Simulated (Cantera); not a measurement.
# Ignition delay

Mixture: 5.97 % CH₄, 25.4 % O₂, 68.6 % N₂, equivalence ratio 0.47, at 1.01 bar, adiabatic and at constant volume. Ignition delay is the time to a rise of 400 K.

Detailed kinetics in Cantera: GRI-Mech 3.0 (53 species, 325 reactions).

```json
[
 {"T0 (K)": "1025", "delay (ms)": "356"},
 {"T0 (K)": "1125", "delay (ms)": "68.4"},
 {"T0 (K)": "1225", "delay (ms)": "15.7"},
 {"T0 (K)": "1325", "delay (ms)": "4.27"},
 {"T0 (K)": "1425", "delay (ms)": "1.40"},
 {"T0 (K)": "1525", "delay (ms)": "0.555"},
 {"T0 (K)": "1625", "delay (ms)": "0.256"}
]
```

```yaml
apparent activation energy between 1425 and 1625 K: 160 kJ/mol
```
